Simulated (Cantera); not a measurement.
A closed system holds: 1 mol BCl₃, 0.79 mol H₂O, held at 0.0100 bar.

These are equilibrium values from Cantera (NASA tables, ideal gas, pure condensed phases), not measurements of a reactor. Candidate condensed phases: B, B₂O₃, B₃O₃H₃, H₂O; 33 gas species. Equilibrium is a limit: real reactors are often held back by kinetics, nucleation or transport.

Q: What share of the B ends up in condensed phases as a function of T (K), at 923, 973, 1023, 1073, 1123, 1173, 1223, 1273, 1323, 1373, 1423?

A: 
| T (K) | B condensed (%) | as |
|---|---|---|
| 923 | 38.4 | B₂O₃(l) |
| 973 | 37.0 | B₂O₃(l) |
| 1023 | 35.7 | B₂O₃(l) |
| 1073 | 34.6 | B₂O₃(l) |
| 1123 | 33.5 | B₂O₃(l) |
| 1173 | 32.5 | B₂O₃(l) |
| 1223 | 31.6 | B₂O₃(l) |
| 1273 | 30.8 | B₂O₃(l) |
| 1323 | 29.8 | B₂O₃(l) |
| 1373 | 28.8 | B₂O₃(l) |
| 1423 | 27.3 | B₂O₃(l) |
